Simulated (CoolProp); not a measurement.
Saturated liquid density (kg/m³) of nitrous oxide: the reference equation beside estimates from Tc = 309.5 K, pc = 72.45 bar, ω = 0.161. Rackett uses Z = 0.29056 − 0.08775 ω.

Computed with CoolProp (reference Helmholtz-energy equation of state, Lemmon 2006). It is a short technical equation, of lower accuracy than the large ones.

```csv
T (K),reference,Rackett,van der Waals,Redlich-Kwong,Soave-Redlich-Kwong,Peng-Robinson
189.2,(withheld),1196,757.8,1114,1132,1278
198.8,1188,1169,741.0,1085,1105,1249
208.5,1158,1140,723.1,1053,1075,1216
218.1,1127,1111,704.3,1020,1043,1182
227.7,1094,1080,684.5,984.7,1009,1144
237.4,1059,(withheld),663.0,946.3,971.9,1102
247,(withheld),1012,640.1,905.1,931.3,(withheld)
256.7,983.2,973.9,615.0,859.9,886.1,1005
266.3,940.4,932.7,587.6,810.5,836.3,948.3
276,892.3,886.0,556.6,754.8,779.1,(withheld)
285.6,(withheld),832.2,520.9,691.3,713.1,805.2
295.2,768.8,764.9,477.0,614.4,632.0,709.7
304.9,662.8,660.0,412.8,504.9,(withheld),571.2
```

Question: Fill in the missing entries.

Answer: 
- 189.2, reference: 1217
- 237.4, Rackett: 1047
- 247, reference: 1023
- 247, Peng-Robinson: 1057
- 276, Peng-Robinson: 882.2
- 285.6, reference: 837.2
- 304.9, Soave-Redlich-Kwong: 515.0

Absolute difference from the reference over all 13 rows, mean and median: Rackett 1.1 and 1.1 %, van der Waals 37.6 and 37.6 %, Redlich-Kwong 13.2 and 11.5 %, Soave-Redlich-Kwong 10.9 and 9.0 %, Peng-Robinson 4.7 and 4.6 %.
